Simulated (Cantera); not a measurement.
Input: 1 mol CuO, 0.34 mol CH4, 3.7 mol N2, at 2275 K and 0.0280 bar.

These are equilibrium values from Cantera (NASA tables, ideal gas, pure condensed phases), not measurements of a reactor. Candidate condensed phases: C, C6H6, C7H8, C8H18, Cu, CuO, Cu(OH)2, Cu2O, H2O; 139 gas species. Equilibrium is a limit: real reactors are often held back by kinetics, nucleation or transport.

Base state: N2 0.641, Cu 0.173, H2O 0.0847, CO 0.0376, H2 0.0269, CO2 0.0214, H 0.00833, OH 0.00408 (mole fractions); condensed: gas only.

### Question
What changes in the equilibrium state with this change: pressure from 0.0280 bar to 0.480 bar?

### Answer
| species | before | after |
|---|---|---|
| N2 | 0.641 | 0.716 |
| H2O | 0.0847 | 0.101 |
| Cu | 0.173 | 0.0840 |
| CO2 | 0.0214 | 0.0253 |
| H2 | 0.0269 | 0.0292 |
| CO | 0.0376 | 0.0405 |
| O | 0.000865 | 5.53e-5 |
| O2 | 0.00114 | 7.99e-5 |
| Cu2 | 0.000193 | 0.000779 |
| Cu(l), mol | 0 | 0.558 |
